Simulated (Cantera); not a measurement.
A perfectly stirred reactor is fed with CH₃OH : O₂ : N₂ = 1 : 2.42 : 9.1 (molar parts), equivalence ratio 0.62, at 1.18 atm; it is adiabatic with a 450 K inlet, and is followed from long to short residence time, starting on the burning branch (τ in s: 0.21, 0.08, 0.031, 0.012, 0.0046, 0.0018, 0.00069, 0.00026, 0.0001, 3.9e-05, 1.5e-05, 5.9e-06).

Cantera simulation using GRI-Mech 3.0 (53 species, 325 reactions); the numbers are that mechanism's predictions, not measurements. GRI-Mech 3.0 was tuned for natural gas; its chemistry of methanol as a main component is partial and can be far from experiment.

Q: Predict: blow-out, bracketed by the residence times tried; x(CH₃OH) at τ = 0.210 s; x(O₂) at τ = 0.210 s; x(NO) at τ = 0.210 s; x(NO₂) at τ = 0.210 s; x(CH₃OH) at τ = 0.690 ms; x(O₂) at τ = 0.690 ms; x(CH₂) at τ = 0.690 ms; x(NO) at τ = 0.690 ms; x(NO₂) at τ = 0.690 ms.

A: 
```json
{
 "blow_out_bracketed_by_the_residence_times_tried": "burning at 0.260 ms, out at 0.100 ms",
 "x(CH₃OH) at τ = 0.210 s": "1.54e-6",
 "x(O₂) at τ = 0.210 s": "0.0704",
 "x(NO) at τ = 0.210 s": "4.82e-5",
 "x(NO₂) at τ = 0.210 s": "7.66e-8",
 "x(CH₃OH) at τ = 0.690 ms": "8.10e-5",
 "x(O₂) at τ = 0.690 ms": "0.0741",
 "x(CH₂) at τ = 0.690 ms": "1.73e-7",
 "x(NO) at τ = 0.690 ms": "5.25e-6",
 "x(NO₂) at τ = 0.690 ms": "6.48e-9"
}
```
